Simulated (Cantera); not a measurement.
## AlI3 + O2 + N2 (aluminium nitride and oxide growth)

A closed system holds: 1 mol AlI3, 0.74 mol O2, a varied amount of N2, at 1600 °C and 6.00 mbar.

Cantera equilibrium calculation (NASA polynomials, part measured and part estimated; ideal gas, pure solids and liquids). Candidate condensed phases: Al, AlI3, AlN, Al2O3, I2; 21 gas species. Rates play no part.

From 1.8 mol N2 to 130 mol N2 the condensed part is Al2O3(s). The main Al-bearing gas is AlI throughout.

```json
[
 {"n(N2) (mol)": "1.8", "x N2": "0.375", "x I": "0.622", "x AlI": "0.00277", "x I2": "0.000127", "x Al": "8.42e-6", "x Al2O": "5.09e-7", "x AlI3": "4.10e-7", "n Al2O3(s)": "0.493"},
 {"n(N2) (mol)": "2.9", "x N2": "0.492", "x I": "0.506", "x AlI": "0.00225", "x I2": "8.43e-5", "x Al": "8.41e-6", "x Al2O": "5.08e-7", "x AlI3": "2.20e-7", "n Al2O3(s)": "0.493"},
 {"n(N2) (mol)": "4.7", "x N2": "0.610", "x I": "0.388", "x AlI": "0.00172", "x I2": "4.95e-5", "x Al": "8.40e-6", "x Al2O": "5.07e-7", "x AlI3": "9.91e-8", "n Al2O3(s)": "0.493"},
 {"n(N2) (mol)": "7.6", "x N2": "0.717", "x I": "0.282", "x AlI": "0.00125", "x I2": "2.61e-5", "x Al": "8.38e-6", "x Al2O": "5.06e-7", "x AlI3": "3.79e-8", "n Al2O3(s)": "0.493"},
 {"n(N2) (mol)": "12", "x N2": "0.800", "x I": "0.199", "x AlI": "0.000880", "x I2": "1.30e-5", "x Al": "8.36e-6", "x Al2O": "5.04e-7", "x AlI3": "1.33e-8", "n Al2O3(s)": "0.493"},
 {"n(N2) (mol)": "20", "x N2": "0.870", "x I": "0.130", "x AlI": "0.000571", "x I2": "5.55e-6", "x Al": "8.31e-6", "x Al2O": "5.00e-7", "x AlI3": "3.68e-9", "n Al2O3(s)": "0.493"},
 {"n(N2) (mol)": "32", "x N2": "0.914", "x I": "0.0853", "x AlI": "0.000372", "x I2": "2.40e-6", "x Al": "8.24e-6", "x Al2O": "4.95e-7", "x AlI3": "1.04e-9", "n Al2O3(s)": "0.493"},
 {"n(N2) (mol)": "51", "x N2": "0.944", "x I": "0.0553", "x AlI": "0.000238", "x I2": "1.01e-6", "x Al": "8.14e-6", "x Al2O": "4.87e-7", "x AlI3": "2.79e-10", "n Al2O3(s)": "0.493"},
 {"n(N2) (mol)": "81", "x N2": "0.964", "x I": "0.0356", "x AlI": "0.000150", "x I2": "4.16e-7", "x Al": "7.98e-6", "x Al2O": "4.74e-7", "x AlI3": "7.26e-11", "n Al2O3(s)": "0.493"},
 {"n(N2) (mol)": "130", "x N2": "0.977", "x I": "0.0225", "x AlI": "9.19e-5", "x I2": "1.66e-7", "x Al": "7.74e-6", "x Al2O": "4.55e-7", "x AlI3": "1.77e-11", "n Al2O3(s)": "0.493"}
]
```
x: gas mole fraction; n: condensed amount in mol.
